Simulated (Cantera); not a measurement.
**Adiabatic ignition**

An adiabatic, constant-volume homogeneous reactor starts with 6.22 % C3H8, 19.4 % O2, 73.4 % N2, 0.933 % H2, at 1498 K and 0.220 bar.

Model: GRI-Mech 3.0 (53 species, 325 reactions), integrated in Cantera. GRI-Mech 3.0 was tuned for natural gas; its chemistry of propane as a main component is partial and can be far from experiment.

```csv
t (s),T (K),P (bar),x C3H8,x O2,x O,x CH4,x N2O,x HCO,x NO2
3.00e-6,1496,0.220,0.0620,0.194,8.85e-7,1.65e-6,1.65e-12,3.21e-10,<1e-12
8.50e-6,1492,0.219,0.0614,0.194,2.03e-6,1.54e-5,2.54e-11,1.05e-8,<1e-12
2.41e-5,1483,0.219,0.0592,0.193,3.76e-6,0.000148,2.05e-10,3.21e-7,<1e-12
6.82e-5,1474,0.219,0.0510,0.189,7.09e-6,0.00117,6.15e-10,3.21e-6,<1e-12
0.000193,1665,0.265,0.00894,0.141,0.000131,0.00839,7.23e-9,0.000152,1.24e-10
0.000548,2849,0.509,<1e-12,0.00250,0.00410,<1e-12,1.12e-7,2.10e-7,5.25e-8
0.00155,2824,0.505,<1e-12,0.00251,0.00420,<1e-12,1.10e-7,2.04e-7,1.23e-7
0.00440,2819,0.505,<1e-12,0.00241,0.00407,<1e-12,1.22e-7,2.03e-7,1.74e-7
0.0125,2819,0.505,<1e-12,0.00241,0.00406,<1e-12,1.23e-7,2.03e-7,1.78e-7
0.0353,2819,0.505,<1e-12,0.00241,0.00406,<1e-12,1.23e-7,2.03e-7,1.78e-7
0.100,2819,0.505,<1e-12,0.00241,0.00406,<1e-12,1.23e-7,2.03e-7,1.78e-7
```
x: mole fraction; the columns are a selection and need not sum to one.

```yaml
time_of_steepest_temperature_rise: 0.220 ms
temperature at 0.100 s: 2819 K
equilibrium_temperature: 2819 K
x(C3H8) at 0.100 s: <1e-12 (gas-phase equilibrium <1e-12)
x(O2) at 0.100 s: 0.00241 (gas-phase equilibrium 0.00241)
x(O) at 0.100 s: 0.00406 (gas-phase equilibrium 0.00406)
```
